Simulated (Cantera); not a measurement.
**Formation from one mole of N2**

Source: NASA polynomial tables (part measured, part estimated), evaluated in Cantera. Values are per mole of reaction as written; species without (g) are pure solids or liquids, kept so even where they would boil at 1 bar.

3 H2(g) + N2(g) ⇌ 2 NH3(g)

```json
[
 {"T (K)": "1398", "ΔH° (kJ)": "-112.7", "ΔS° (J/K)": "-236.2", "ΔG° (kJ)": "217.6", "log10 K": "-8.13"},
 {"T (K)": "1498", "ΔH° (kJ)": "-112.8", "ΔS° (J/K)": "-236.3", "ΔG° (kJ)": "241.2", "log10 K": "-8.41"},
 {"T (K)": "1598", "ΔH° (kJ)": "-112.7", "ΔS° (J/K)": "-236.3", "ΔG° (kJ)": "264.8", "log10 K": "-8.66"},
 {"T (K)": "1698", "ΔH° (kJ)": "-112.5", "ΔS° (J/K)": "-236.2", "ΔG° (kJ)": "288.5", "log10 K": "-8.87"},
 {"T (K)": "1798", "ΔH° (kJ)": "-112.2", "ΔS° (J/K)": "-236.0", "ΔG° (kJ)": "312.1", "log10 K": "-9.07"}
]
```

4 Cr + N2(g) ⇌ 2 Cr2N

| T (K) | ΔH° (kJ) | ΔS° (J/K) | ΔG° (kJ) | log10 K |
|---|---|---|---|---|
| 1398 | -231.3 | -129.3 | -50.5 | 1.89 |
| 1498 | -230.2 | -128.6 | -37.6 | 1.31 |
| 1598 | -229.5 | -128.1 | -24.8 | 0.81 |
| 1698 | -229.1 | -127.8 | -12.0 | 0.37 |
| 1798 | -229.1 | -127.8 | 0.8 | -0.02 |
